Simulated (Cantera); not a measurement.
A perfectly stirred reactor is fed with 6.61 % CH3OH, 19.0 % O2, 71.3 % N2, 3.04 % H2O, equivalence ratio 0.52, at 1500 Torr; it is adiabatic with a 625 K inlet, and is followed from long to short residence time, starting on the burning branch (τ in s: 0.072, 0.034, 0.016, 0.0078, 0.0037, 0.0018, 0.00084, 0.0004, 0.00019, 9.1e-05, 4.3e-05, 2.1e-05, 9.8e-06).

Cantera simulation using GRI-Mech 3.0 (53 species, 325 reactions); the numbers are that mechanism's predictions, not measurements. GRI-Mech 3.0 was tuned for natural gas; its chemistry of methanol as a main component is partial and can be far from experiment.

Predict: blow-out, bracketed by the residence times tried; x(CH3OH) at τ = 72.0 ms; x(O2) at τ = 72.0 ms; x(H2O) at τ = 72.0 ms; x(N2O) at τ = 72.0 ms; x(CH3OH) at τ = 0.840 ms; x(O2) at τ = 0.840 ms; x(H2O) at τ = 0.840 ms; x(N2O) at τ = 0.840 ms; x(CH2) at τ = 0.840 ms.


```
Property                                                                         Value
------------------------------------------------  ------------------------------------
blow-out, bracketed by the residence times tried  burning at 0.400 ms, out at 0.190 ms
x(CH3OH) at τ = 72.0 ms                                                        3.24e-6
x(O2) at τ = 72.0 ms                                                            0.0881
x(H2O) at τ = 72.0 ms                                                            0.157
x(N2O) at τ = 72.0 ms                                                          4.81e-7
x(CH3OH) at τ = 0.840 ms                                                       7.12e-5
x(O2) at τ = 0.840 ms                                                           0.0899
x(H2O) at τ = 0.840 ms                                                           0.154
x(N2O) at τ = 0.840 ms                                                         9.43e-7
x(CH2) at τ = 0.840 ms                                                         3.43e-8
```
